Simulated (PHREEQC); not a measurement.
Metal-bearing waste water: an equilibrium model

Dissolve 0.0029 mol FeCl3, 0.18 mol MgSO4, 0.0011 mol H2SO4 and 0.00058 mol NaCl per kg of water at 25 °C and 50 atm. Closed to the air; pH follows from the charge balance.

The numbers come from PHREEQC with the ion-association model, phreeqc.dat.

Each row changes one thing in this solution. No solid was allowed to form.

```csv
case,pH,ionic strength (mol/kgw),MgSO4 (mol/kgw),Mg+2 (mol/kgw),SO4-2 (mol/kgw),FeSO4+ (mol/kgw),SI of Goethite (FeOOH),SI of Halite (NaCl)
as made,3.16,0.321,0.0999,0.0801,0.0763,0.00180,+5.26,-7.19
MgSO4 from 0.18 to 0.09 mol/kgw,3.04,0.183,0.0446,0.0454,0.0420,0.00194,+5.15,-7.14
H2SO4 from 0.0011 to 0.00011 mol/kgw,3.51,0.321,0.100,0.0800,0.0766,0.00150,+6.23,-7.19
temperature from 25 to 35 °C,3.17,0.292,0.107,0.0727,0.0688,0.00170,+5.55,-7.20
```

Some of these states are supersaturated (in Hematite (slow to form), Goethite (slow to form), for instance). Under pressure, the constants of complexes without a molar volume in the database are unreliable.
